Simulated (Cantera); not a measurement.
Charge: 1 mol SiH2Cl2, 0.26 mol C2H2, 310 mol H2, held at 1700 K and 1.13 Torr.

These are equilibrium values from Cantera (NASA tables, ideal gas, pure condensed phases), not measurements of a reactor. Candidate condensed phases: C, C6H6, C7H8, C8H18, Si, SiC; 109 gas species. Mutual solubility and eutectic melting of coexisting phases are not modelled. The tables' values for SiCl are old estimates; treat these amounts as uncertain. Gases not in the tables: Si2H6 and higher silanes. The numbers say what is thermodynamically allowed, not how fast it happens.

Base state: H2 0.989, HCl 0.00609, H 0.00378, Si 0.000452, SiCl2 0.000134, SiH 2.70e-5, Cl 1.81e-5, SiCl 1.74e-5 (mole fractions); condensed: Si(l) + SiC(s).

Q: What changes in the equilibrium state with this change: SiH2Cl2 replaced by Si(CH3)4?

A: 
```csv
species,before,after
H2,0.989,0.996
H,0.00378,0.00380
C2H2 (acetylene),1.60e-8,7.31e-5
HCl,0.00609,0
Si,0.000452,6.71e-6
SiCl2,0.000134,0
Cl,1.81e-5,0
"Si(l), mol",0.276,0
"SiC(s), mol",0.519,0.998
"C(graphite), mol",0,3.48
```
